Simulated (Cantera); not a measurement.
A freely propagating, adiabatic, planar premixed flame of H₂ : O₂ : N₂ = 1 : 0.45 : 1.34 (molar parts), unburnt at 525 K and 0.560 bar; mixture-averaged transport, grid criteria slope 0.08 and curve 0.16, no radiation.

Computed with Cantera and the H2/O2 subset of GRI-Mech 3.0, which has no nitrogen chemistry. Burning velocities carry a grid error of a few per cent, more on coarse grids.

Question: Predict: laminar burning velocity; thermal thickness; peak x(H₂O₂); peak x(OH); peak x(O); peak x(HO₂).

Answer: 
```
Item                         Value
------------------------  --------
laminar burning velocity  721 cm/s
thermal thickness         0.886 mm
peak x(H₂O₂)               1.57e-5
peak x(OH)                  0.0233
peak x(O)                   0.0159
peak x(HO₂)               0.000255
```
